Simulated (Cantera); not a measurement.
An adiabatic, constant-pressure homogeneous reactor starts with H2 : O2 : N2 = 1 : 1.56 : 5.88 (molar parts), at 1450 K and 4.93 atm. Integrator tolerance rtol = 1e-08.

Detailed kinetics in Cantera: the H2/O2 subset of GRI-Mech 3.0, which has no nitrogen chemistry. The hydrogen kinetics of GRI-Mech 3.0 are dated; newer H2 mechanisms differ, most at raised pressure.

```tsv
quantity	before	after
time of steepest temperature rise	3.98 µs	4.93 µs
temperature at 9.00 s	2260 K	1949 K
equilibrium temperature	2260 K	1949 K
x(H2) at 9.00 s	0.000251 (gas-phase equilibrium 0.000251)	1.58e-5 (gas-phase equilibrium 1.58e-5)
x(O2) at 9.00 s	0.132 (gas-phase equilibrium 0.132)	0.165 (gas-phase equilibrium 0.165)
x(H) at 9.00 s	5.58e-5 (gas-phase equilibrium 5.58e-5)	2.04e-6 (gas-phase equilibrium 2.04e-6)
x(H2O) at 9.00 s	0.123 (gas-phase equilibrium 0.123)	0.0733 (gas-phase equilibrium 0.0733)
x(OH) at 9.00 s	0.00418 (gas-phase equilibrium 0.00418)	0.000856 (gas-phase equilibrium 0.000856)
x(O) at 9.00 s	0.000639 (gas-phase equilibrium 0.000639)	8.18e-5 (gas-phase equilibrium 8.18e-5)
x(HO2) at 9.00 s	8.41e-6 (gas-phase equilibrium 8.41e-6)	2.45e-6 (gas-phase equilibrium 2.45e-6)
```

**Question.** What was changed between the two runs?
A) H2 1 to 0.57 parts
B) pressure from 4.93 atm to 0.563 atm
C) N2 5.88 to 4.6 parts
D) pressure from 4.93 atm to 5.43 atm

**Answer.** A, H2 1 to 0.57 parts
